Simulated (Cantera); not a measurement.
Input: 1 mol CF4, 0.19 mol H2, at 625 K and 23.0 mbar.

Method: chemical equilibrium by Gibbs-energy minimisation in Cantera with the NASA 1993 tables (ideal gas, pure condensed phases). Candidate condensed phases: C, C6H6, C7H8, C8H18; 95 gas species. Condensed phases not in the tables: fluorocarbon polymer. Gases not in the tables: C2F6 and larger saturated fluorocarbons. Equilibrium is a limit: real reactors are often held back by kinetics, nucleation or transport.

Base state: CF4 0.704, HF 0.296 (mole fractions); condensed: C(graphite).

Question: What changes in the equilibrium state with this change: 0.034 mol Cl2 added?

Answer: 
```tsv
species	before	after
CF4	0.704	0.708
HF	0.296	0.240
HCl	0	0.0521
CClF3	0	0.000113
C(graphite), mol	0.0950	0.0780
```
